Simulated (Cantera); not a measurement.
Charge: 1 mol CH₃SiH₃, 0.038 mol HCl, 87 mol H₂, at 10.0 Torr.

Equilibrium computed with Cantera from the NASA thermochemical tables; the gas is ideal and each condensed phase is pure. Candidate condensed phases: C, C₆H₆, C₇H₈, C₈H₁₈, Si, SiC; 109 gas species. The feed counts by its element totals alone. Gases not in the tables: Si₂H₆ and higher silanes. The numbers say what is thermodynamically allowed, not how fast it happens.

Problem. Which condensed phases are stable at each of these points (T (K)): 1598, 1748, 1898, 2048, 2198, 2348, 2498?

Solution. 
```tsv
T (K)	condensed phases	Si condensed (%)
1598	SiC(s)	100.0
1748	SiC(s)	99.9
1898	SiC(s)	99.0
2048	SiC(s)	93.2
2198	SiC(s)	60.9
2348	gas only	0.0
2498	gas only	0.0
```

From 1598 K to 2198 K the condensed part is SiC(s). From 2348 K to 2498 K nothing is condensed.
